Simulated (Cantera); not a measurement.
A Cantera script and its output.

```python
import numpy as np
import cantera as ct

gas = ct.Solution("SiF4_NH3_mec.yaml", "gas")
gas.TPX = 1773, 100000, {'NH3': 1, 'N2': 0.11, 'H2': 0.0038}
reactor = ct.IdealGasConstPressureReactor(gas, energy="off", clone=False)
net = ct.ReactorNet([reactor])
net.rtol, net.atol = 1e-08, 1e-18
show = ['NH3', 'H', 'NH2', 'N', 'H2', 'N2H4', 'N2H2']
times = np.geomspace(0.0006, 40, 13)

steps = ct.SolutionArray(gas, extra=["t"])
rows = []
print(f"{'t/s':>10s}{'T/K':>9s}{'P/Pa':>11s}" + "".join(f"{s:>11s}" for s in show))
for t in times:
    while net.time < t:
        t_next = net.step()
        steps.append(gas.state, t=t_next)
    rows.append([np.interp(t, steps.t, y) for y in (steps.T, steps.P, *steps(*show).X.T)])
    print(f"{t:10.3e}{rows[-1][0]:9.1f}{rows[-1][1]:11.4g}" + "".join(f"{x:11.3e}" for x in rows[-1][2:]))
rate = np.gradient(steps.T, steps.t)
print("integrator steps:", len(steps.t))
if steps.T.max() > steps.T[0] + 200:
    print(f"time of steepest temperature rise: {steps.t[rate.argmax()]:.4e} s")
gas.TPX = 1773, 100000, {'NH3': 1, 'N2': 0.11, 'H2': 0.0038}
gas.equilibrate("TP")
print(f"equilibrium (TP): T = {gas.T:.1f} K  " + "  ".join(f"{s} {gas[s].X[0]:.3e}" for s in show))
```

Output:

```
       t/s      T/K       P/Pa        NH3          H        NH2          N         H2       N2H4       N2H2
 6.000e-04   1773.0      1e+05  8.966e-01  7.101e-07  3.449e-04  3.248e-09  4.146e-03  4.455e-07  2.083e-06
 1.514e-03   1773.0      1e+05  8.945e-01  9.771e-07  3.532e-04  4.546e-09  5.801e-03  4.674e-07  2.202e-06
 3.821e-03   1773.0      1e+05  8.892e-01  1.593e-06  3.494e-04  7.341e-09  9.972e-03  4.575e-07  2.176e-06
 9.641e-03   1773.0      1e+05  8.761e-01  3.106e-06  3.413e-04  1.370e-08  2.032e-02  4.364e-07  2.112e-06
 2.433e-02   1773.0      1e+05  8.443e-01  6.738e-06  3.259e-04  2.567e-08  4.538e-02  3.979e-07  1.964e-06
 6.139e-02   1773.0      1e+05  7.720e-01  1.518e-05  2.999e-04  4.133e-08  1.025e-01  3.371e-07  1.658e-06
 1.549e-01   1773.0      1e+05  6.278e-01  3.357e-05  2.567e-04  5.435e-08  2.161e-01  2.469e-07  1.154e-06
 3.909e-01   1773.0      1e+05  4.073e-01  6.857e-05  1.888e-04  6.045e-08  3.900e-01  1.335e-07  5.774e-07
 9.865e-01   1773.0      1e+05  1.862e-01  1.223e-04  1.064e-04  5.586e-08  5.644e-01  4.240e-08  1.778e-07
 2.489e+00   1773.0      1e+05  5.838e-02  1.824e-04  4.224e-05  3.677e-08  6.652e-01  6.677e-09  2.930e-08
 6.282e+00   1773.0      1e+05  1.585e-02  2.222e-04  1.330e-05  1.576e-08  6.987e-01  6.618e-10  3.061e-09
 1.585e+01   1773.0      1e+05  4.847e-03  2.367e-04  4.280e-06  5.637e-09  7.074e-01  6.850e-11  3.236e-10
 4.000e+01   1773.0      1e+05  1.693e-03  2.404e-04  1.513e-06  2.044e-09  7.099e-01  8.560e-12  4.074e-11
integrator steps: 1662
equilibrium (TP): T = 1773.0 K  NH3 9.871e-06  H 2.415e-04  NH2 8.845e-09  N 1.202e-11  H2 7.112e-01  N2H4 2.939e-16  N2H2 1.225e-13
```

Computed with Cantera and the gas-phase N/H chemistry of the illustrative SiF4/NH3 mechanism in the Surface Chemkin manual (1991). Walls and surfaces, which speed up NH3 decomposition in real reactors, are not modelled.
